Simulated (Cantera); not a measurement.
Feed: 1 mol Ti(OiPr)₄, 3.4 mol H₂O, held at 2173.15 K and 3.10 mbar.

These are equilibrium values from Cantera (NASA tables, ideal gas, pure condensed phases), not measurements of a reactor. Candidate condensed phases: C, C₆H₆, C₇H₈, C₈H₁₈, H₂O, Ti, TiC, TiO, TiO₂, Ti₂O₃, Ti₃O₅, Ti₄O₇; 113 gas species. The feed counts by its element totals alone. TiC: taken at fixed stoichiometry. The numbers say what is thermodynamically allowed, not how fast it happens.

Base state: H₂ 0.641, CO 0.288, H 0.0695, C₂H₂ (acetylene) 0.00142 (mole fractions); condensed: C(graphite) + TiC(s).

What changes in the equilibrium state with this change: H₂O from 3.4 to 16 mol?


```csv
species,before,after
H₂,0.641,0.529
CO,0.288,0.264
H₂O,3.57e-8,0.129
CO₂,3.09e-9,0.0124
H,0.0695,0.0631
TiO₂,<1e-9,0.000717
OH,<1e-9,0.00206
C₂H₂ (acetylene),0.00142,<1e-9
O,<1e-9,0.000172
O₂,<1e-9,1.78e-5
TiO,6.21e-9,6.66e-5
"C(graphite), mol",3.53,0
"TiC(s), mol",1.000,0
"Ti₄O₇(l), mol",0,0.241
```
Condensed phases not in the tables: Magnéli phases beyond Ti₄O₇.
